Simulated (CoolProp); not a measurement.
Saturated liquid density (kg/m³) of R245fa: the reference equation beside estimates from Tc = 427.0 K, pc = 3651 kPa, ω = 0.378.

Values from CoolProp's reference Helmholtz-energy equation of state, Akasaka 2015.

| T (K) | reference | Soave-Redlich-Kwong | Peng-Robinson |
|---|---|---|---|
| 294.3 | 1349 | 1223 | 1384 |
| 300.9 | 1331 | 1206 | 1364 |
| 307.5 | 1313 | 1187 | 1344 |
| 314.1 | 1294 | 1168 | 1323 |
| 320.7 | 1275 | 1148 | 1301 |
| 327.3 | 1255 | 1127 | 1278 |
| 333.9 | 1235 | 1105 | 1253 |
| 340.5 | 1213 | 1082 | 1227 |

Absolute difference from the reference over all 8 rows, mean and median: Soave-Redlich-Kwong 9.9 and 9.8 %, Peng-Robinson 2.0 and 2.1 %.
